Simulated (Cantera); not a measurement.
Feed: 1 mol PbO, 0.55 mol CO, 0.11 mol N2, held at 1448 K and 0.0760 bar.

Method: chemical equilibrium by Gibbs-energy minimisation in Cantera with the NASA 1993 tables (ideal gas, pure condensed phases). Candidate condensed phases: C, Pb, PbO, PbO2, Pb3O4; 27 gas species. Each liquid is taken as pure. Mutual solubility and eutectic melting of coexisting phases are not modelled. Gases not in the tables: (PbO)n polymers. Equilibrium is a limit: real reactors are often held back by kinetics, nucleation or transport.

Base state: CO2 0.623, Pb 0.192, N2 0.125, PbO 0.0584, CO 0.00130, Pb2 5.71e-5, O2 1.44e-5 (mole fractions); condensed: Pb(l) + PbO(l).

What changes in the equilibrium state with this change: temperature from 1448 K to 1175 K?


| species | before | after |
|---|---|---|
| CO2 | 0.623 | 0.828 |
| N2 | 0.125 | 0.166 |
| Pb | 0.192 | 0.00573 |
| PbO | 0.0584 | 0.000530 |
| O2 | 1.44e-5 | 1.02e-8 |
| Pb2 | 5.71e-5 | 1.65e-7 |
| CO | 0.00130 | 0.000284 |
| Pb(l), mol | 0.380 | 0.546 |
| PbO(l), mol | 0.400 | 0.450 |

What changes in the equilibrium state with this change: 1.2 mol O2 added?


| species | before | after |
|---|---|---|
| O2 | 1.44e-5 | 0.549 |
| CO2 | 0.623 | 0.326 |
| N2 | 0.125 | 0.0650 |
| Pb | 0.192 | 0.000982 |
| PbO | 0.0584 | 0.0584 |
| Pb2 | 5.71e-5 | 1.49e-9 |
| CO | 0.00130 | 3.49e-6 |
| Pb(l), mol | 0.380 | 0 |
| PbO(l), mol | 0.400 | 0.900 |
